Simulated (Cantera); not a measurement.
A perfectly stirred reactor is fed with H₂ : O₂ : H₂O = 0.0082 : 1 : 0.0092 (molar parts), equivalence ratio 0.0041, at 810 Pa; it is held at 1473 K, and followed from long to short residence time.

Cantera simulation using GRI-Mech 3.0 (53 species, 325 reactions); the numbers are that mechanism's predictions, not measurements. Radical loss at walls, strong at low pressure, is not modelled.

x: mole fraction; the columns are a selection and need not sum to one.

| τ (s) | x H₂ | x O₂ | x OH | x O | x H₂O | x H₂O₂ | x H |
|---|---|---|---|---|---|---|---|
| 25 | 7.88e-6 | 0.982 | 0.000642 | 0.000826 | 0.0168 | 1.99e-9 | 9.74e-6 |
| 7.9 | ___ | 0.981 | ___ | ___ | 0.0167 | ___ | ___ |
| 2.5 | 2.81e-5 | 0.979 | 0.00119 | 0.00290 | 0.0165 | 3.94e-9 | 6.37e-5 |
| 0.81 | 4.62e-5 | 0.978 | 0.00147 | 0.00441 | 0.0163 | 4.83e-9 | 0.000120 |
| 0.26 | 7.37e-5 | 0.976 | 0.00166 | 0.00564 | 0.0161 | 5.44e-9 | 0.000174 |
| 0.082 | 0.000134 | 0.976 | 0.00178 | 0.00625 | 0.0160 | 5.83e-9 | 0.000208 |
| 0.026 | 0.000306 | 0.976 | 0.00189 | 0.00630 | 0.0157 | 6.26e-9 | 0.000228 |
| 0.0083 | 0.000802 | 0.976 | 0.00206 | 0.00581 | 0.0152 | 6.99e-9 | 0.000243 |
| 0.0026 | ___ | 0.977 | 0.00214 | ___ | ___ | 7.45e-9 | 0.000232 |

**Question.** What belongs in the gaps?

**Answer.** 
- 7.9, x H₂: 1.54e-5
- 7.9, x OH: 0.000896
- 7.9, x O: 0.00162
- 7.9, x H₂O₂: 2.92e-9
- 7.9, x H: 2.68e-5
- 0.0026, x H₂: 0.00220
- 0.0026, x O: 0.00442
- 0.0026, x H₂O: 0.0137
